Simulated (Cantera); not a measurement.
A closed system holds: 1 mol MgF2, 0.65 mol H2, 490 mol N2.

Cantera equilibrium calculation (NASA polynomials, part measured and part estimated; ideal gas, pure solids and liquids). Candidate condensed phases: Mg, MgF2; 28 gas species. The numbers say what is thermodynamically allowed, not how fast it happens.

Problem. What condenses at these points (T in °C, P in Pa): (1202, 22000); (1152, 2.2); (1352, 2.2); (1002, 4600); (1352, 100000)?

Solution. 
```csv
T (°C),P in Pa,condensed phases,Mg condensed (%)
1202,22000,MgF2,89.5
1152,2.2,gas only,0.0
1352,2.2,gas only,0.0
1002,4600,MgF2,99.3
1352,100000,MgF2,73.3
```
